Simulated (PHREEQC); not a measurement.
Dissolve 0.012 mol/kgw FeSO4, 0.11 mol/kgw ZnCl2, 0.000108 mol/kgw NaHCO3 and 0.015 mol/kgw NaCl at 25 °C. Closed to the air; pH follows from the charge balance.

Model: ion-association model, wateq4f.dat, run in PHREEQC.

Question: The ionic strength comes out as 0.330 mol/kgw. What activity coefficients do NaSO4-, ZnCl3-, Na+, Fe+2, H+ get?

Answer: NaSO4- 0.72, ZnCl3- 0.68, Na+ 0.72, Fe+2 0.28, H+ 0.78.

This is a speciation only: nothing precipitates in the calculation. Species that the database lacks are ignored.
